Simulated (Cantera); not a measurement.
Feed: 1 mol Si, 0.17 mol H2O, 3.9 mol N2, held at 66.0 Pa.

These are equilibrium values from Cantera (NASA tables, ideal gas, pure condensed phases), not measurements of a reactor. Candidate condensed phases: H2O, Si, SiO2, Si2N2O, Si3N4; 35 gas species. The tables' values for SiN are old estimates; treat these amounts as uncertain. Kinetics and transport are ignored.

At 1750 °C, list the 7 most abundant gas species with their mole fractions, and the condensed phases.

N2 0.832, Si 0.0862, SiO 0.0363, H2 0.0298, H 0.0128, Si2 0.000944, Si2N 0.000641. Condensed: Si(l).
